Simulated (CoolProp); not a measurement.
Ammonia at several states: Z from the reference equation and from simpler models built on Tc = 405.6 K, pc = 113.6 bar, ω = 0.256; each cubic takes its own stable root.

Computed with CoolProp (reference Helmholtz-energy equation of state, Gao 2020).

| T (K) | p (bar) | phase | reference |
|---|---|---|---|
| 463 | 3.65 | gas | 0.9926 |
| 345.5 | 661 | liquid | 0.6576 |
| 339.4 | 11.6 | gas | 0.9225 |
| 242.3 | 0.292 | gas | 0.9926 |
| 595.2 | 147 | supercritical | 0.8910 |
| 264.6 | 74.5 | liquid | 0.08810 |

How far does each simpler model (Redlich-Kwong, Soave-Redlich-Kwong, Peng-Robinson) lie from the reference over these 6 states: mean and median of the absolute difference, and the worst?


- Redlich-Kwong: mean 10.2 %, median 2.0 %, worst +30.2 % at 264.6 K and 74.5 bar
- Soave-Redlich-Kwong: mean 9.3 %, median 2.3 %, worst +26.0 % at 264.6 K and 74.5 bar
- Peng-Robinson: mean 4.1 %, median 0.6 %, worst +11.5 % at 264.6 K and 74.5 bar
